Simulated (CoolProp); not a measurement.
Vapour-liquid equilibrium of carbon dioxide (1) + propylene (2) at 270.7 K; x and y are mole fractions of (1).

Values from CoolProp's multi-fluid Helmholtz-energy mixture model, Span 1996 and Lemmon 2013; pair parameters Bell 2016.

```tsv
x	bubble pressure, mixture model (MPa)	bubble pressure, Raoult's law (MPa)	y, mixture model	y, Raoult's law
0.05	?	0.6786	0.280	0.241
0.125	?	0.8828	0.494	0.462
0.2	1.313	1.087	?	0.601
0.275	1.557	1.291	0.681	0.695
0.35	1.776	1.495	0.732	0.764
0.425	1.975	1.699	0.770	0.816
0.5	2.157	1.903	0.802	0.857
0.575	2.328	2.108	0.830	0.891
0.65	?	2.312	0.856	0.918
0.725	2.653	2.516	0.882	0.941
0.8	2.816	2.720	?	0.960
0.875	?	2.924	0.940	0.977
0.95	3.150	3.128	?	0.991
```

Task: What belongs in the gaps?

Result: 
- 0.05, bubble pressure, mixture model (MPa): 0.7497
- 0.125, bubble pressure, mixture model (MPa): 1.043
- 0.2, y, mixture model: 0.609
- 0.65, bubble pressure, mixture model (MPa): 2.492
- 0.8, y, mixture model: 0.909
- 0.875, bubble pressure, mixture model (MPa): 2.981
- 0.95, y, mixture model: 0.974

The largest gap from Raoult's law is +20.8 % in bubble pressure, at x = 0.2. No azeotrope shows between x = 0.05 and 0.95.

Pair parameters are fitted to limited data, so mixtures are less certain than the pure fluids.
